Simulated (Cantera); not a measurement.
Predominance diagram of Pb at 1500 K against the partial pressures of S2 and F2 (log10, bar). Source: NASA polynomial tables (part measured, part estimated), evaluated in Cantera. Candidates: Pb(l), PbF2(l), PbS(l). Only these pure phases compete in this equilibrium. 

```
log p(F2) \ log p(S2)
        columns: -11, -10.5, -9.9, -9.4, -8.8, -8.3, -7.7, -7.2, -6.6, -6.1, -5.5, -5, -4.5, -3.9, -3.4, -2.8, -2.3, -1.7, -1.2, -0.6, -0.1, 0.5, 1
      0  A A A A A A A A A A A A A A A A A A A A A A A
   -1.8  A A A A A A A A A A A A A A A A A A A A A A A
   -3.5  A A A A A A A A A A A A A A A A A A A A A A A
   -5.2  A A A A A A A A A A A A A A A A A A A A A A A
     -7  A A A A A A A A A A A A A A A A A A A A A A A
   -8.8  A A A A A A A A A A A A A A A A A A A A A A A
  -10.5  A A A A A A A A A A A A A A A A A A A A A A A
  -12.2  A A A A A A A A A A A A A A A A A A A A A A A
    -14  A A A A A A A A A A A A A A A A A A A A A A A
  -15.8  B B B B B B B B B B B B B B B B B B B B C C C
  -17.5  D D D D D D D D D D D D D D D D D C C C C C C
  -19.2  D D D D D D D D D D D D D D D D D C C C C C C
    -21  D D D D D D D D D D D D D D D D D C C C C C C
```

A: out of reach (another gas would pass 10 bar, or a non-metal would condense); B: PbF2(l); C: PbS(l); D: Pb(l).
